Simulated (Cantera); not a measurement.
A closed system holds: 1 mol CH₃Cl, 0.047 mol F₂, held at 2225 K and 0.0158 Torr.

Equilibrium computed with Cantera from the NASA thermochemical tables; the gas is ideal and each condensed phase is pure. Equilibrium is a limit: real reactors are often held back by kinetics, nucleation or transport.

| species | before | after |
|---|---|---|
| H | 0.527 | 0.422 |
| H₂ | 0.139 | 0.210 |
| Cl | 0.224 | 0.200 |
| HCl | 0.0813 | 0.136 |
| HF | 0.0286 | 0.0316 |
| C₂ | 1.66e-5 | 3.53e-6 |
| C₃ | 0.000190 | 4.08e-5 |
| C | 0.000113 | 2.93e-5 |
| C₂H | 5.73e-5 | 2.45e-5 |
| F | 0.000101 | 4.60e-5 |
| C₂H₂ (acetylene) | 0.000407 | 0.000406 |
| C(graphite), mol | 0.995 | 0.997 |
Gas species are given as mole fractions.

Q: Name the change that produced these shifts.
A) temperature from 2225 K to 2150 K
B) F₂ from 0.047 to 0.21 mol
C) pressure from 0.0158 Torr to 323 Torr
D) temperature from 2225 K to 2750 K

A: A, temperature from 2225 K to 2150 K
